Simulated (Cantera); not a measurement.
An isothermal, constant-pressure homogeneous reactor starts with 0.498 % H2, 41.5 % O2, 58.0 % N2, at 1125 K and 0.0263 atm.

Model: GRI-Mech 3.0 (53 species, 325 reactions), integrated in Cantera. Radical loss at walls, strong at low pressure, is not modelled.

### Question
Predict: x(O2) at 60.0 s; x(N2O) at 60.0 s; x(H2O) at 60.0 s; x(NO) at 60.0 s.

### Answer
```json
{
  "x(O2) at 60.0 s": "0.413 (gas-phase equilibrium 0.413)",
  "x(N2O) at 60.0 s": "2.54e-8 (gas-phase equilibrium 1.33e-9)",
  "x(H2O) at 60.0 s": "0.00499 (gas-phase equilibrium 0.00499)",
  "x(NO) at 60.0 s": "2.15e-8 (gas-phase equilibrium 0.000129)"
}
```
